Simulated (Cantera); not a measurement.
Source: NASA polynomial tables (part measured, part estimated), evaluated in Cantera. Values are per mole of reaction as written; species without (g) are pure solids or liquids, kept so even where they would boil at 1 bar.

C2H4(g) + 3 NiS2 = 3 Ni + 2 H2S(g) + 2 CS2(g), with ΔH° = 534.5 kJ and ΔS° = 541.8 J/K at 300 K.

### Question
How far is the shortcut ΔG° ≈ ΔH°(300 K) − T·ΔS°(300 K) from the full temperature-dependent value at 625, 825, 1025, 1225, 1425, 1625 K?

### Answer
```json
[
 {"T (K)": "625", "shortcut (kJ)": "195.9", "full (kJ)": "197.9", "difference (kJ)": "-2.0", "difference in log10 K": "0.17", "condensed phases": "NiS2(s), Ni(s)"},
 {"T (K)": "825", "shortcut (kJ)": "87.5", "full (kJ)": "92.2", "difference (kJ)": "-4.6", "difference in log10 K": "0.29", "condensed phases": "NiS2(s), Ni(s)"},
 {"T (K)": "1025", "shortcut (kJ)": "-20.8", "full (kJ)": "-11.9", "difference (kJ)": "-9.0", "difference in log10 K": "0.46", "condensed phases": "NiS2(s), Ni(s)"},
 {"T (K)": "1225", "shortcut (kJ)": "-129.2", "full (kJ)": "-114.2", "difference (kJ)": "-15.0", "difference in log10 K": "0.64", "condensed phases": "NiS2(s), Ni(s)"},
 {"T (K)": "1425", "shortcut (kJ)": "-237.6", "full (kJ)": "-192.4", "difference (kJ)": "-45.2", "difference in log10 K": "1.66", "condensed phases": "NiS2(l), Ni(s)"},
 {"T (K)": "1625", "shortcut (kJ)": "-345.9", "full (kJ)": "-260.7", "difference (kJ)": "-85.2", "difference in log10 K": "2.74", "condensed phases": "NiS2(l), Ni(s)"}
]
```
The shortcut ignores heat capacities and the phase changes listed.
